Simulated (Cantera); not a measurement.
A freely propagating, adiabatic, planar premixed flame of CH₃OH : O₂ : N₂ = 1 : 1.07 : 4.03 (molar parts), unburnt at 450 K and 1.58 atm; mixture-averaged transport, grid criteria slope 0.08 and curve 0.16, no radiation.

Computed with Cantera and GRI-Mech 3.0 (53 species, 325 reactions). GRI-Mech 3.0 was tuned for natural gas; its chemistry of methanol as a main component is partial and can be far from experiment. Burning velocities carry a grid error of a few per cent, more on coarse grids.

x: mole fraction of selected species; z is measured from the peak of heat release.

| z (mm) | T (K) | u (m/s) | x CH₃OH | x O₂ | x C₂H₄ | x O | x CH₂O | x H₂ |
|---|---|---|---|---|---|---|---|---|
| -0.498 | 450 | 0.865 | 0.163 | 0.175 | <1e-8 | <1e-8 | 1.00e-6 | 0.00450 |
| -0.332 | 454 | 0.876 | 0.162 | 0.173 | <1e-8 | <1e-8 | 1.07e-5 | 0.0109 |
| -0.249 | 467 | 0.910 | 0.160 | 0.171 | ? | <1e-8 | 6.92e-5 | 0.0187 |
| -0.166 | 554 | 1.10 | 0.152 | 0.162 | ? | <1e-8 | 0.000709 | 0.0329 |
| -0.0829 | 945 | 1.97 | 0.111 | 0.125 | ? | 5.50e-8 | 0.00594 | 0.0533 |
| -0.0415 | 1320 | 2.86 | 0.0606 | 0.0878 | ? | 7.01e-6 | 0.0122 | 0.0640 |
| 0 | 1689 | 3.80 | 0.00941 | 0.0493 | ? | 0.000265 | 0.00768 | 0.0686 |
| 0.0415 | 1826 | 4.14 | 0.000156 | 0.0261 | ? | 0.00114 | 0.000382 | 0.0587 |
| 0.0829 | 1874 | 4.24 | 8.07e-7 | 0.0131 | ? | 0.00150 | 7.19e-6 | 0.0509 |
| 0.166 | 1926 | 4.32 | <1e-8 | 0.00442 | <1e-8 | 0.00134 | 1.34e-7 | 0.0482 |
| 0.332 | 1979 | 4.42 | <1e-8 | 0.00190 | <1e-8 | 0.000911 | <1e-8 | 0.0500 |
| 0.663 | 2032 | 4.52 | <1e-8 | 0.00101 | <1e-8 | 0.000506 | <1e-8 | 0.0508 |
| 1.33 | 2075 | 4.60 | <1e-8 | 0.000450 | <1e-8 | 0.000220 | <1e-8 | 0.0507 |

### Question
Some entries are withheld; supply them.

### Answer

- -0.249, x C₂H₄: 1.68e-8
- -0.166, x C₂H₄: 1.69e-7
- -0.0829, x C₂H₄: 1.44e-6
- -0.0415, x C₂H₄: 3.30e-6
- 0, x C₂H₄: 5.71e-6
- 0.0415, x C₂H₄: 2.00e-6
- 0.0829, x C₂H₄: 1.67e-7
